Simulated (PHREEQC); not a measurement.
Silver or lead bath: an equilibrium model

Dissolve 0.28 mol Pb(NO3)2 and 0.15 mol NaNO3 per kg of water at 85 °C. Closed to the air; pH follows from the charge balance.

Computed with PHREEQC (ion-association model, phreeqc.dat).

Each row changes one thing in this solution. No solid was allowed to form.

```tsv
case	pH	ionic strength (mol/kgw)	NO3- (mol/kgw)
as made	4.13	0.645	0.537
Pb(NO3)2 left out	6.22	0.150	0.150
NaNO3 from 0.15 to 0.075 mol/kgw	4.09	0.588	0.471
Pb(NO3)2 from 0.28 to 0.252 mol/kgw	4.15	0.604	0.503
NaNO3 replaced by Ba(NO3)2 at the same molality	4.22	0.906	0.668
temperature from 85 to 15 °C	4.17	0.622	0.526
temperature from 85 to 55 °C	4.15	0.633	0.531
NaNO3 replaced by Fe(NO3)3 at the same molality	1.26	1.19	0.799
```

The ionic strength passes 0.7 mol/kgw, the rough limit of the ion-association models, in NaNO3 replaced by Ba(NO3)2 at the same molality; NaNO3 replaced by Fe(NO3)3 at the same molality. Complexes and solids missing from the database can't appear. Some of these states are supersaturated (in Pb(OH)2, Hematite (slow to form), Goethite (slow to form), for instance). At this temperature some constants are extrapolated from 25 °C, and those without enthalpy data are left unchanged.
